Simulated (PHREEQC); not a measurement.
## Spent oxide etchant: an equilibrium model

Make-up at 25 °C: 0.053 mol NH4HF2, 6.8e-05 mol (NH4)2SiF6, 0.00027 mol H3BO3 and 0.0006 mol H2SO4 per kg of water. Closed to the air; pH follows from the charge balance.

Model: ion-association model, phreeqc.dat, run in PHREEQC.

```yaml
pH: 3.08
ionic_strength: 0.0545 mol/kgw
density: 0.998 g/cm³
total_alkalinity: -54.5 meq/kg
```

```json
[
 {"species": "NH4+", "molality": "0.0530", "activity": "0.0421", "log γ": "-0.100"},
 {"species": "F-", "molality": "0.0448", "activity": "0.0361", "log γ": "-0.094"},
 {"species": "HF", "molality": "0.0447", "activity": "0.0453", "log γ": "0.005"},
 {"species": "HF2-", "molality": "0.00769", "activity": "0.00628", "log γ": "-0.088"},
 {"species": "H+", "molality": "0.000983", "activity": "0.000835", "log γ": "-0.070"},
 {"species": "SO4-2", "molality": "0.000446", "activity": "0.000201", "log γ": "-0.346"},
 {"species": "BF4-", "molality": "0.000268", "activity": "0.000219", "log γ": "-0.088"},
 {"species": "NH4SO4-", "molality": "0.000134", "activity": "0.000109", "log γ": "-0.088"},
 {"species": "SiF6-2", "molality": "6.80e-5", "activity": "3.08e-5", "log γ": "-0.344"},
 {"species": "HSO4-", "molality": "2.00e-5", "activity": "1.63e-5", "log γ": "-0.088"},
 {"species": "BF3OH-", "molality": "2.17e-6", "activity": "1.77e-6", "log γ": "-0.088"},
 {"species": "BF2(OH)2-", "molality": "6.55e-8", "activity": "5.34e-8", "log γ": "-0.088"}
]
```

This is a speciation only: nothing precipitates in the calculation. Complexes and solids missing from the database can't appear. SiF6-2 is the database's only silicon fluoride. Real BF4- forms and hydrolyses slowly; the run takes it at equilibrium.
